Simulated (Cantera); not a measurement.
Input (Python, Cantera) and output of one run.

```python
import numpy as np
import cantera as ct

gas_names = """
    C CN CO CO2 C2 CCN CNC C2N2 C2O C3 C3O2 C4 C4N2 C5 N NCO NO NO2 NO3 N2 N2O O O2 O3 Si SiC SiC2 SiN
    SiO SiO2 Si2 Si2C Si2N Si3
""".split()
cond_names = """
    C(gr) Si(cr) Si(L) SiC(b) SiO2(Lqz) SiO2(hqz) SiO2(L) Si2N2O(s) Si3N4(a)
""".split()


# ... load() reads the species with a 1 bar reference pressure and builds the phases ...
atoms = {
    'SiC': {'Si': 1, 'C': 1},
    'N2O': {'N': 2, 'O': 1},
    'N2': {'N': 2},
}
top_T = {'C(gr)': 4500, 'SiC(b)': 3050, 'Si2N2O(s)': 2100, 'Si3N4(a)': 2400}  # K; cautious upper limits of use, not melting points


# ... equilibrate(T, P, feed) seeds the gas with the atoms and calls Mixture.equilibrate('TP', solver="vcs", rtol=1e-11, max_steps=5000) ...
results = []
feed = {'SiC': 1, 'N2O': 0.029, 'N2': 520}  # mol
P = 1333.22  # Pa
for T in [1048, 1198, 1348, 1498, 1648, 1798, 1948, 2098]:
    mix = equilibrate(T, P, feed)
    results.append((T, P, feed, dict(zip(mix.species_names, mix.species_moles))))

top = {s: max(r[3][s] / sum(r[3][g] for g in gas_names) for r in results) for s in gas_names}
cols = sorted((s for s in top if top[s] > 1e-05), key=lambda s: -top[s])[:7]
seen = [c for c in cond_names if any(r[3].get(c, 0) > 1e-12 for r in results)]
print("log10 of partial pressures in bar; condensed amounts in mol")
print(f"{'T/K':>10s}" + "".join(f"{s[:9]:>10s}" for s in cols + seen))
for T, P, feed, n in results:
    ng = sum(n[g] for g in gas_names)
    print(f"{T:10.4g}" + "".join(f"{np.log10(max(n[s] / ng * P / 1e5, 1e-99)):10.3f}" for s in cols)
          + "".join(f"{n.get(c, 0):10.4g}" for c in seen))
```

It prints:

```
log10 of partial pressures in bar; condensed amounts in mol
       T/K        N2        Si        CO      SiC2      Si2C       SiN        CN     C(gr)    SiC(b) Si2N2O(s)  Si3N4(a)
      1048    -1.875   -20.027    -9.617   -25.220   -27.213   -19.659   -17.562         1         0   0.02899     0.314
      1198    -1.875   -15.688    -7.557   -19.863   -20.835   -15.817   -14.822    0.9989         0   0.02792    0.3147
      1348    -1.875   -12.325    -6.128   -15.713   -15.898   -12.840   -12.696     0.971         0         0    0.3333
      1498    -1.875    -9.643    -6.137   -13.401   -12.467   -10.468   -11.495         0    0.9715         0    0.0093
      1648    -1.875    -7.456    -6.280   -11.799    -9.816    -8.534   -10.655         0    0.9795         0  0.003462
      1798    -1.875    -6.347    -6.210    -9.761    -8.325    -7.635    -9.248         0    0.9757         0         0
      1948    -1.875    -5.981    -6.132    -7.472    -7.641    -7.447    -7.489   0.01102    0.9543         0         0
      2098    -1.876    -4.995    -6.134    -6.190    -6.387    -6.614    -6.657    0.3562    0.5354         0         0
```

These are equilibrium values from Cantera (NASA tables, ideal gas, pure condensed phases), not measurements of a reactor. Mutual solubility and eutectic melting of coexisting phases are not modelled. The tables' values for SiN are old estimates; treat these amounts as uncertain.
